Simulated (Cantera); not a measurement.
Cantera run, input and output.

```python
import numpy as np
import cantera as ct

gas = ct.Solution("gri30.yaml")


def delay(T, t_max=10):
    gas.TPX = T, 980000, {'CH4': 1, 'O2': 2.5, 'N2': 9.4, 'H2O': 3.5}
    reactor = ct.IdealGasReactor(gas, clone=False)
    net = ct.ReactorNet([reactor])
    net.rtol, net.atol = 1e-8, 1e-16
    while net.time < t_max:
        t_old, T_old = net.time, reactor.T
        net.step()
        if reactor.T > T + 400:  # ignition: a rise of 400 K
            return t_old + (T + 400 - T_old) / (reactor.T - T_old) * (net.time - t_old)
    return np.nan


taus = []
for T in [1100, 1200, 1300, 1400, 1500, 1600, 1700, 1800, 1900]:
    taus.append(delay(T))
    print(f"T0 = {T:6g} K   tau = {taus[-1]:.4e} s")
```

It prints:

```
T0 =   1100 K   tau = 1.7925e-02 s
T0 =   1200 K   tau = 4.8928e-03 s
T0 =   1300 K   tau = 1.6259e-03 s
T0 =   1400 K   tau = 6.0138e-04 s
T0 =   1500 K   tau = 2.3297e-04 s
T0 =   1600 K   tau = 9.2808e-05 s
T0 =   1700 K   tau = 3.8803e-05 s
T0 =   1800 K   tau = 1.7543e-05 s
T0 =   1900 K   tau = 8.7112e-06 s
```

Cantera simulation using GRI-Mech 3.0 (53 species, 325 reactions); the numbers are that mechanism's predictions, not measurements.
